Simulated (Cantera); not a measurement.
Cantera run:

```python
import numpy as np
import cantera as ct

gas_names = """
    C CH CH2 CH3 CH4 C2 C2H C2H2,acetylene C2H2,vinylidene C2H3,vinyl C2H4 C2H5 C2H6 C3 C3H3,propargyl
    C3H4,allene C3H4,propyne C3H4,cyclo- C3H5,allyl C3H6,propylene C3H6,cyclo- C3H7,n-propyl
    C3H7,i-propyl C3H8 C4 C4H2 C4H4,1,3-cyclo- C4H6,butadiene C4H6,2-butyne C4H6,cyclo- C4H8,1-butene
    C4H8,cis2-buten C4H8,tr2-butene C4H8,isobutene C4H8,cyclo- C4H9,n-butyl C4H9,i-butyl C4H9,s-butyl
    C4H9,t-butyl C4H10,isobutane C4H10,n-butane C5 C5H6,1,3cyclo- C5H8,cyclo- C5H10,1-pentene
    C5H10,cyclo- C5H11,pentyl C5H11,t-pentyl C5H12,n-pentane C5H12,i-pentane CH3C(CH3)2CH3 C6H2
    C6H5,phenyl C6H6 C6H10,cyclo- C6H12,1-hexene C6H12,cyclo- C6H13,n-hexyl C7H7,benzyl C7H8
    C7H14,1-heptene C7H15,n-heptyl C7H16,n-heptane C8H8,styrene C8H10,ethylbenz C8H16,1-octene
    C8H17,n-octyl C8H18,isooctane C8H18,n-octane C9H19,n-nonyl C10H8,naphthale C10H21,n-decyl
    C12H9,o-bipheny C12H10,bipheny H H2 Si SiC SiC2 SiC4H12 SiH SiH2 SiH3 SiH4 Si2 Si2C Si3
""".split()
cond_names = """
    C(gr) C6H6(L) C7H8(L) C8H18(L),n-octa Si(cr) Si(L) SiC(b)
""".split()


def load(file, names, dense=False):
    # The tables refer to 1 bar. Condensed volumes are neglected.
    table = {s.name: s for s in ct.Species.list_from_file(file)}
    out = []
    for n in names:
        d = dict(table[n].input_data)
        d["thermo"] = dict(d["thermo"], **{"reference-pressure": 1e5})
        if dense:
            d["equation-of-state"] = {"model": "constant-volume", "density": "1e6 g/cm^3"}
        out.append(ct.Species.from_dict(d))
    return out


gas = ct.Solution(thermo="ideal-gas", species=load("nasa_gas.yaml", gas_names))
cond = {s.name: ct.Solution(thermo="fixed-stoichiometry", species=[s], name=s.name)
        for s in load("nasa_condensed.yaml", cond_names, dense=True)}
atoms = {
    'SiC': {'Si': 1, 'C': 1},
    'H2': {'H': 2},
}
top_T = {'C(gr)': 4500, 'SiC(b)': 3050}  # K; cautious upper limits of use, not melting points


def equilibrate(T, P, feed):
    n = {}
    for name, mol in feed.items():
        for a, k in atoms[name].items():
            n[a] = n.get(a, 0.0) + k * mol
    gas.TPX = T, P, n
    mass = sum(n.values()) * gas.mean_molecular_weight
    gas.equilibrate("TP")
    valid = [c for c in cond.values() if c.min_temp <= T <= top_T.get(c.name, c.max_temp)]
    mix = ct.Mixture([(gas, mass / gas.mean_molecular_weight)] + [(c, 0.0) for c in valid])
    mix.T, mix.P = T, P
    mix.equilibrate("TP", solver="gibbs", rtol=1e-10, max_steps=50000)
    return mix


results = []
feed = {'SiC': 1, 'H2': 0.24}  # mol
P = 85  # Pa
for T in [1800, 1900, 2000, 2100, 2200, 2300, 2400, 2500, 2600, 2700, 2800, 2900, 3000]:
    mix = equilibrate(T, P, feed)
    results.append((T, P, feed, dict(zip(mix.species_names, mix.species_moles))))

top = {s: max(r[3][s] / sum(r[3][g] for g in gas_names) for r in results) for s in gas_names}
cols = sorted((s for s in top if top[s] > 1e-06), key=lambda s: -top[s])[:7]
seen = [c for c in cond_names if any(r[3].get(c, 0) > 1e-12 for r in results)]
print("log10 of partial pressures in bar; condensed amounts in mol")
print(f"{'T/K':>10s}" + "".join(f"{s[:9]:>10s}" for s in cols + seen))
for T, P, feed, n in results:
    ng = sum(n[g] for g in gas_names)
    print(f"{T:10.4g}" + "".join(f"{np.log10(max(n[s] / ng * P / 1e5, 1e-99)):10.3f}" for s in cols)
          + "".join(f"{n.get(c, 0):10.4g}" for c in seen))
```

Result:

```
log10 of partial pressures in bar; condensed amounts in mol
       T/K        H2        Si         H      SiC2        C3      Si2C         C     C(gr)    SiC(b)
      1800    -3.076    -6.927    -4.984    -9.142   -13.509    -8.901   -12.786         0         1
      1900    -3.083    -6.290    -4.642    -7.966   -11.804    -8.046   -11.542         0    0.9998
      2000    -3.096    -5.622    -4.337    -7.005   -10.557    -7.184   -10.517 0.0003418    0.9992
      2100    -3.124    -4.983    -4.068    -6.174    -9.540    -6.371    -9.626  0.002461    0.9963
      2200    -3.182    -4.403    -3.840    -5.420    -8.617    -5.634    -8.816   0.01157    0.9841
      2300    -3.325    -3.874    -3.677    -4.734    -7.777    -4.964    -8.078   0.05118    0.9273
      2400    -3.880    -3.389    -3.739    -4.106    -7.008    -4.351    -7.401    0.4028    0.3797
      2500    -4.250    -3.340    -3.725    -3.926    -6.304    -4.581    -6.779    0.5775         0
      2600    -4.478    -3.365    -3.655    -3.832    -5.655    -4.935    -6.205    0.4765         0
      2700    -4.742    -3.402    -3.617    -3.758    -5.056    -5.289    -5.674    0.3351         0
      2800    -5.044    -3.453    -3.609    -3.707    -4.501    -5.652    -5.181   0.08512         0
      2900    -5.353    -3.444    -3.616    -3.788    -4.261    -5.970    -4.815         0         0
      3000    -5.655    -3.419    -3.629    -3.930    -4.163    -6.275    -4.514         0         0
```

Equilibrium computed with Cantera from the NASA thermochemical tables; the gas is ideal and each condensed phase is pure. Gases not in the tables: Si2H6 and higher silanes.
